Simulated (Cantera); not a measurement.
Charge: 1 mol CaCO₃, 0.13 mol H₂, 0.17 mol C, equilibrated at 998.15 K and 0.0270 bar.

These are equilibrium values from Cantera (NASA tables, ideal gas, pure condensed phases), not measurements of a reactor. Candidate condensed phases: C, C₆H₆, C₇H₈, C₈H₁₈, Ca, CaCO₃, CaO, Ca(OH)₂, H₂O; 115 gas species. Kinetics and transport are ignored.

Base state: CO₂ 0.583, CO 0.317, H₂O 0.0559, H₂ 0.0441 (mole fractions); condensed: CaO(s).

Problem. What changes in the equilibrium state with this change: C from 0.17 to 0.04 mol?

Solution. 
| species | before | after |
|---|---|---|
| CO₂ | 0.583 | 0.735 |
| CO | 0.317 | 0.154 |
| H₂O | 0.0559 | 0.0853 |
| H₂ | 0.0441 | 0.0258 |
| CaO(s), mol | 1.00 | 1.00 |
